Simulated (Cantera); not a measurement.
Input: 1 mol Si3N4, 240 mol H2, 70 mol N2, equilibrated at 1800 °C and 0.100 bar.

Method: chemical equilibrium by Gibbs-energy minimisation in Cantera with the NASA 1993 tables (ideal gas, pure condensed phases). Candidate condensed phases: Si, Si3N4; 18 gas species. The tables' values for SiN are old estimates; treat these amounts as uncertain. Gases not in the tables: Si2H6 and higher silanes. The numbers say what is thermodynamically allowed, not how fast it happens.

Question: What is the equilibrium state?

Answer: 
- x(H2) = 0.762
- x(N2) = 0.230
- x(H) = 0.00726
- x(Si) = 0.000997
- x(SiH) = 0.000158
- x(SiH2) = 0.000121
- x(Si2N) = 4.09e-5
- x(SiN) = 3.32e-5
- x(Si2) = 1.22e-5
- n(Si(l)) = 2.55 mol
- gas amount = 313.5 mol
